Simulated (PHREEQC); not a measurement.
A column of 0.5 m (30 cells, dispersivity 0.04 m, 720 s a shift, diffusion coefficient 3e-10 m²/s) holds 0.21 eq of the database's cation exchanger X per kg of pore water, first in equilibrium with 0.012 mol/kgw KBr and 1e-05 mol/kgw HCl. It is flushed with 0.036 mol ZnCl2, 0.0015 mol SrCl2 and 1e-05 mol HCl per kg of water, at 25 °C. Values are for the last cell. No CO2 enters from the air. Precipitation was switched off in this run.

The series has 31 steps of pore volumes, from 0 to 8.017.

All values are PHREEQC results (ion-association model, phreeqc.dat), not measurements.

Task: After how many pore volumes does Zn at the outlet first reach half of its feed value?

Result: By 3.8 pore volumes.

Task: After how many pore volumes does Sr at the outlet first reach half of its feed value?

Result: By 4.5 pore volumes.

Complexes and solids missing from the database can't appear.
